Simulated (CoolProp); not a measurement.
Vapour-liquid equilibrium of cis-2-butene (1) + ethanol (2) at 59.95 °C; x and y are mole fractions of (1).

Model: multi-fluid Helmholtz-energy mixture model, Lemmon 2005 and Schroeder 2014; pair parameters Bell 2016, in CoolProp.

| x | bubble pressure (kPa) | y at the bubble point | dew pressure at overall composition x (kPa) | liquid density (mol/L) |
|---|---|---|---|---|
| 0.05 | 156.9 | 0.708 | 49.08 | 15.96 |
| 0.125 | 296.8 | 0.850 | 53.29 | 15.36 |
| 0.2 | 397.4 | 0.891 | 58.27 | 14.78 |
| 0.275 | 459.7 | 0.909 | 64.27 | 14.23 |
| 0.35 | 492.1 | 0.916 | 71.63 | 13.69 |
| 0.425 | 505.1 | 0.920 | 80.87 | 13.18 |
| 0.5 | 508.4 | 0.921 | 92.84 | 12.69 |
| 0.575 | 508.9 | 0.921 | 108.9 | 12.23 |
| 0.65 | 511.0 | 0.922 | 131.7 | 11.79 |
| 0.725 | 517.3 | 0.925 | 166.5 | 11.39 |
| 0.8 | 528.7 | 0.933 | 226.2 | 11.01 |
| 0.875 | 545.0 | 0.948 | 350.5 | 10.67 |
| 0.95 | 564.7 | 0.974 | 547.2 | 10.36 |

No azeotrope shows between x = 0.05 and 0.95.

Pair parameters are fitted to limited data, so mixtures are less certain than the pure fluids. With so large a gap from Raoult's law the liquid may split in two, which this calculation doesn't test in full.
